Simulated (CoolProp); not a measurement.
200 sccm (0 °C, 1 atm) of nitrogen bubbles through liquid hexamethyldisiloxane (MM) at 325.6 K and leaves saturated at a total pressure of 0.15 MPa (ideal gas phase). Each further row changes one setting.

Values from CoolProp's reference Helmholtz-energy equation of state, Thol 2016.

| case | vapour pressure (kPa) | mole fraction of vapour | delivery (mg/min) | delivery (sccm) | change of delivery for a bath 1 K warmer (%) |
|---|---|---|---|---|---|
| as stated | 19.4 | 0.129 | 215 | ___ | 4.8 |
| bath temperature 330.6 K | 23.7 | 0.158 | ___ | ___ | 4.8 |
| total pressure 0.3 MPa | 19.4 | 0.0647 | ___ | ___ | ___ |

Q: What belongs in the gaps?

A: 
- as stated, delivery (sccm): 29.7
- bath temperature 330.6 K, delivery (mg/min): 272
- bath temperature 330.6 K, delivery (sccm): 37.6
- total pressure 0.3 MPa, delivery (mg/min): 100
- total pressure 0.3 MPa, delivery (sccm): 13.8
- total pressure 0.3 MPa, change of delivery for a bath 1 K warmer (%): 4.4
